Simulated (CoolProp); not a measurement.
Computed with CoolProp (reference Helmholtz-energy equation of state, Zhou 2011).

**Question.** For dimethyl carbonate, give the phase and the speed of sound (m/s), Joule-Thomson coefficient (K/MPa) at 326.85 °C and 40.2 kPa; 326.85 °C and 60.6 kPa; 326.85 °C and 91.5 kPa.

**Answer.** 
- 326.85 °C and 40.2 kPa: gas; speed of sound 241, Joule-Thomson coefficient 5.45
- 326.85 °C and 60.6 kPa: gas; speed of sound 241, Joule-Thomson coefficient 5.46
- 326.85 °C and 91.5 kPa: gas; speed of sound 240, Joule-Thomson coefficient 5.47
